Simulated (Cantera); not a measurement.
Feed: 1 mol Fe, 0.07 mol SO2, 1.1 mol N2, equilibrated at 160 Pa.

Equilibrium computed with Cantera from the NASA thermochemical tables; the gas is ideal and each condensed phase is pure. Candidate condensed phases: Fe, FeO, FeS, FeSO4, FeS2, Fe2O3, Fe2(SO4)3, Fe3O4, S; 19 gas species. Metal and sulfide melt together well below either melting point, which pure phases cannot show. Mutual solubility and eutectic melting of coexisting phases are not modelled. The tables' stoichiometric FeO is somewhat more stable than real wüstite, so its field is too wide. FeO, FeS: taken at fixed stoichiometry. The numbers say what is thermodynamically allowed, not how fast it happens.

Problem. At 1348 K, list the 4 most abundant gas species with their mole fractions, and the condensed phases.

Solution. N2 0.999, S2 0.000718, SO2 5.05e-5, SO 1.67e-5. Condensed: Fe(γ) + FeO(s) + FeS(s).
